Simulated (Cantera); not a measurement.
A closed system holds: 1 mol Al, 5.1 mol CO2, 19 mol CO, held at 452 °C and 91.0 Pa.

Cantera equilibrium calculation (NASA polynomials, part measured and part estimated; ideal gas, pure solids and liquids). Candidate condensed phases: Al, Al2O3, C; 19 gas species. Equilibrium is a limit: real reactors are often held back by kinetics, nucleation or transport.

Base state: CO 0.571, CO2 0.429 (mole fractions); condensed: Al2O3(s) + C(graphite).

Task: What changes in the equilibrium state with this change: pressure from 91.0 Pa to 11.0 Pa?

Result: 
| species | before | after |
|---|---|---|
| CO | 0.571 | 0.851 |
| CO2 | 0.429 | 0.149 |
| Al2O3(s), mol | 0.500 | 0.500 |
| C(graphite), mol | 4.72 | 0 |
